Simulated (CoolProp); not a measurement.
Vapour-liquid equilibrium of R152A (1) + R227EA (2) at 301.4 K; x and y are mole fractions of (1).

The numbers come from the multi-fluid Helmholtz-energy mixture model, Outcalt 1996 and Lemmon 2016; pair parameters Bell 2016 in CoolProp.

Q: Give the bubble pressure and the first vapour's composition at x = 0.55, 0.75, 0.85. Is there an azeotrope?

A: x = 0.55: 5.879 bar, y = 0.616; x = 0.75: 6.230 bar, y = 0.792; x = 0.85: 6.380 bar, y = 0.874. No azeotrope shows between x = 0.05 and 0.95.

Pair parameters are fitted to limited data, so mixtures are less certain than the pure fluids. The gap from Raoult's law changes sign with composition, which may be real or a fault of the pair parameters; it wasn't checked against measurements.
